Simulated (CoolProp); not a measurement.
Vapour-liquid equilibrium of propylene (1) + R134a (2) at 41.35 °C; x and y are mole fractions of (1).

Values from CoolProp's multi-fluid Helmholtz-energy mixture model, Lemmon 2013 and Tillner-Roth 1994; pair parameters Bell 2016.

### Question
Give the bubble pressure and the first vapour's composition at x = 0.05, 0.2, 0.35. Is there an azeotrope?

### Answer
x = 0.05: 1162 kPa, y = 0.116; x = 0.2: 1423 kPa, y = 0.345; x = 0.35: 1602 kPa, y = 0.485. y crosses x between x = 0.65 and 0.8: the model has an azeotrope there.

Pair parameters are fitted to limited data, so mixtures are less certain than the pure fluids.
